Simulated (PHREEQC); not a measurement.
Solution (20 °C): 0.13 mol/kgw FeCl3, 4.4e-05 mol/kgw ZnCl2, 0.019 mol/kgw NaHCO3 and 0.003 mol/kgw NaCl. Closed to the air; pH follows from the charge balance.

All values are PHREEQC results (ion-association model, wateq4f.dat), not measurements.

Precipitation was switched off in this run.

Q: Order these Zn species by the share of Zn that they hold, largest first: ZnCl4-2, ZnCl3-, ZnCl2, Zn+2, ZnCl+.

A: Zn+2 (84 %), ZnCl+ (14 %), ZnCl2 (1.6 %), ZnCl3- (0.57 %), ZnCl4-2 (0.16 %)

Q: Order these Cl species by the share of Cl that they hold, largest first: FeCl+2, FeCl3, Cl-, FeCl2+.

A: Cl- (77 %), FeCl+2 (14 %), FeCl2+ (8.6 %), FeCl3 (0.16 %)

The pH is 2.06 and the ionic strength 0.515 mol/kgw. Saturation is exceeded, for instance for Hematite (slow to form), Goethite (slow to form); the values hold only as long as no solid forms. Complexes and solids missing from the database can't appear.
